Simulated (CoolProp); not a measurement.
A single-stage vapour-compression cycle with R142b: evaporating at 274.15 K (dew point), condensing at 305.15 K (bubble point), superheat 8 K, subcooling 0 K, compressor efficiency 0.85, no pressure losses. Each further row changes one setting.

The numbers come from the reference Helmholtz-energy equation of state, Lemmon 2006 in CoolProp. It is a short technical equation, of lower accuracy than the large ones.

```json
[
 {"case": "as stated", "cooling COP": "6.66", "pressure ratio": "2.78", "discharge temperature (K)": "320.2", "refrigerating effect (kJ/kg)": "184", "volumetric capacity (kJ/m³)": "1240"},
 {"case": "evaporating temperature 279.15 K", "cooling COP": "8.23", "pressure ratio": "2.31", "discharge temperature (K)": "318.7", "refrigerating effect (kJ/kg)": "(withheld)", "volumetric capacity (kJ/m³)": "(withheld)"},
 {"case": "condensing temperature 300.15 K", "cooling COP": "(withheld)", "pressure ratio": "2.39", "discharge temperature (K)": "314.4", "refrigerating effect (kJ/kg)": "191", "volumetric capacity (kJ/m³)": "1290"},
 {"case": "subcooling 5 K", "cooling COP": "(withheld)", "pressure ratio": "2.78", "discharge temperature (K)": "320.2", "refrigerating effect (kJ/kg)": "191", "volumetric capacity (kJ/m³)": "1290"},
 {"case": "superheat 18 K", "cooling COP": "6.68", "pressure ratio": "2.78", "discharge temperature (K)": "330.4", "refrigerating effect (kJ/kg)": "193", "volumetric capacity (kJ/m³)": "1250"},
 {"case": "compressor efficiency 0.75", "cooling COP": "(withheld)", "pressure ratio": "2.78", "discharge temperature (K)": "324.0", "refrigerating effect (kJ/kg)": "184", "volumetric capacity (kJ/m³)": "1240"}
]
```

Complete the blanks.


- evaporating temperature 279.15 K, refrigerating effect (kJ/kg): 187
- evaporating temperature 279.15 K, volumetric capacity (kJ/m³): 1500
- condensing temperature 300.15 K, cooling COP: 8.11
- subcooling 5 K, cooling COP: 6.90
- compressor efficiency 0.75, cooling COP: 5.87
